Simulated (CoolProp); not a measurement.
Carbon monoxide along the isotherm -139.25 °C: fugacity coefficient from the reference equation and from simpler models built on Tc = -140.3 °C, pc = 3.498 MPa, ω = 0.050; each cubic takes its own stable root.

Values from CoolProp's reference Helmholtz-energy equation of state, Lemmon 2006. It is a short technical equation, of lower accuracy than the large ones.

```json
[
 {"p (MPa)": "0.972", "phase": "gas", "reference": "0.9107", "van der Waals": "0.9195", "Redlich-Kwong": "0.9089", "Soave-Redlich-Kwong": "0.9090", "Peng-Robinson": "0.8995"},
 {"p (MPa)": "1.94", "phase": "gas", "reference": "0.8235", "van der Waals": "0.8395", "Redlich-Kwong": "0.8205", "Soave-Redlich-Kwong": "0.8206", "Peng-Robinson": "0.8041"},
 {"p (MPa)": "2.92", "phase": "gas", "reference": "0.7347", "van der Waals": "0.7564", "Redlich-Kwong": "0.7312", "Soave-Redlich-Kwong": "0.7314", "Peng-Robinson": "0.7099"},
 {"p (MPa)": "3.89", "phase": "supercritical", "reference": "0.6316", "van der Waals": "0.6570", "Redlich-Kwong": "0.6302", "Soave-Redlich-Kwong": "0.6306", "Peng-Robinson": "0.6073"},
 {"p (MPa)": "4.86", "phase": "supercritical", "reference": "0.5333", "van der Waals": "0.5646", "Redlich-Kwong": "0.5361", "Soave-Redlich-Kwong": "0.5365", "Peng-Robinson": "0.5138"},
 {"p (MPa)": "5.83", "phase": "supercritical", "reference": "0.4670", "van der Waals": "0.5021", "Redlich-Kwong": "0.4717", "Soave-Redlich-Kwong": "0.4721", "Peng-Robinson": "0.4498"},
 {"p (MPa)": "6.8", "phase": "supercritical", "reference": "0.4196", "van der Waals": "0.4578", "Redlich-Kwong": "0.4254", "Soave-Redlich-Kwong": "0.4258", "Peng-Robinson": "0.4037"},
 {"p (MPa)": "7.77", "phase": "supercritical", "reference": "0.3843", "van der Waals": "0.4250", "Redlich-Kwong": "0.3908", "Soave-Redlich-Kwong": "0.3911", "Peng-Robinson": "0.3690"},
 {"p (MPa)": "8.75", "phase": "supercritical", "reference": "0.3568", "van der Waals": "0.3999", "Redlich-Kwong": "0.3637", "Soave-Redlich-Kwong": "0.3641", "Peng-Robinson": "0.3419"}
]
```
